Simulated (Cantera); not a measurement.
Feed: 1 mol Al(CH₃)₃, 9.6 mol NH₃, 24 mol H₂, equilibrated at 898 K.

These are equilibrium values from Cantera (NASA tables, ideal gas, pure condensed phases), not measurements of a reactor. Candidate condensed phases: Al, AlN, C, C₆H₆, C₇H₈, C₈H₁₈; 97 gas species. The feed counts by its element totals alone. Rates play no part.

log p: log10 of the partial pressure in bar; n: condensed amount in mol.

| P (Pa) | log p H₂ | log p N₂ | log p CH₄ | log p NH₃ | log p C₂H₆ | n AlN(s) | n C(graphite) |
|---|---|---|---|---|---|---|---|
| 10 | -4.04 | -5.04 | -8.58 | -11.49 | <-16 | 1.00 | 3.00 |
| 28 | -3.59 | -4.59 | -7.68 | -10.60 | <-15 | 1.00 | 3.00 |
| 77 | -3.16 | -4.15 | -6.80 | -9.72 | -14.64 | 1.00 | 2.99 |
| 220 | -2.70 | -3.70 | -5.89 | -8.81 | -13.27 | 1.00 | 2.97 |
| 600 | -2.26 | -3.26 | -5.02 | -7.94 | -11.97 | 1.00 | 2.93 |
| 1700 | … | … | … | … | … | 1.00 | 2.79 |
| 4600 | -1.38 | -2.37 | -3.26 | -6.17 | -9.33 | 1.00 | 2.45 |
| 13000 | -0.94 | -1.91 | -2.38 | -5.28 | -8.01 | 1.00 | 1.54 |
| 36000 | … | … | … | … | … | 1.00 | 0 |
| 100000 | -0.08 | -1.01 | -1.17 | -3.53 | -6.44 | 1.00 | 0 |

Complete the blanks.


- 1700, log p H₂: -1.81
- 1700, log p N₂: -2.81
- 1700, log p CH₄: -4.12
- 1700, log p NH₃: -7.03
- 1700, log p C₂H₆: -10.61
- 36000, log p H₂: -0.52
- 36000, log p N₂: -1.46
- 36000, log p CH₄: -1.61
- 36000, log p NH₃: -4.42
- 36000, log p C₂H₆: -6.89
